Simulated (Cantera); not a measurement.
Iron carbonyl, mercury and lead vapours: PbO + O2 + N2

A closed system holds: 1 mol PbO, 0.15 mol O2, 6.5 mol N2, held at 475 K.

Equilibrium computed with Cantera from the NASA thermochemical tables; the gas is ideal and each condensed phase is pure. Candidate condensed phases: Pb, PbO, PbO2, Pb3O4; 12 gas species. The numbers say what is thermodynamically allowed, not how fast it happens.

| P (Pa) | x N2 | x O2 | n PbO(red) | n Pb3O4(s) |
|---|---|---|---|---|
| 10 | 0.977 | 0.0226 | 1.00 | 0 |
| 42 | 0.977 | 0.0226 | 1.00 | 0 |
| 180 | 0.977 | 0.0226 | 1.00 | 0 |
| 750 | 0.986 | 0.0137 | 0.642 | 0.119 |
| 3200 | 0.997 | 0.00321 | 0.226 | 0.258 |
| 13000 | 0.999 | 0.000790 | 0.131 | 0.290 |
| 56000 | 1.000 | 0.000183 | 0.107 | 0.298 |
| 240000 | 1.000 | 4.28e-5 | 0.102 | 0.299 |
| 1000000 | 1.000 | 1.03e-5 | 0.100 | 0.300 |
x: gas mole fraction; n: condensed amount in mol.

From 0.0750 Torr to 1.35 Torr the condensed part is PbO(red). From 5.63 Torr to 7500 Torr the condensed part is PbO(red) + Pb3O4(s).
